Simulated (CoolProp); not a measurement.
Vapour pressure (bar) of R22: the reference equation beside estimates from Tc = 369.3 K, pc = 49.90 bar, ω = 0.221. Clausius-Clapeyron is anchored at 286.3 K with a constant enthalpy of vaporisation of 16.77 kJ/mol.

Model: reference Helmholtz-energy equation of state, Kamei 1995, in CoolProp.

```csv
T (K),reference,Clausius-Clapeyron,van der Waals,Redlich-Kwong,Peng-Robinson
235.2,1.156,1.619,6.066,1.862,1.159
242.5,1.594,2.095,7.161,2.483,1.594
249.8,2.152,2.672,8.379,3.245,2.147
257.1,2.849,3.360,9.728,4.166,2.839
264.4,3.707,4.173,11.21,5.263,3.691
271.7,4.749,5.122,12.83,6.551,4.726
279,5.998,6.220,14.60,8.049,5.969
286.3,7.478,7.478,16.52,9.773,7.445
293.6,9.215,8.910,18.58,11.74,9.180
300.9,11.23,10.53,20.81,13.96,11.20
308.2,13.56,12.34,23.20,16.46,13.54
315.5,16.23,14.35,25.75,19.24,16.22
322.7,19.23,16.55,28.43,22.28,19.24
330,22.66,19.01,31.31,25.67,22.70
```

Absolute difference from the reference over all 14 rows, mean and median: Clausius-Clapeyron 14.1 and 12.1 %, van der Waals 167.5 and 132.2 %, Redlich-Kwong 34.2 and 32.4 %, Peng-Robinson 0.3 and 0.3 %.
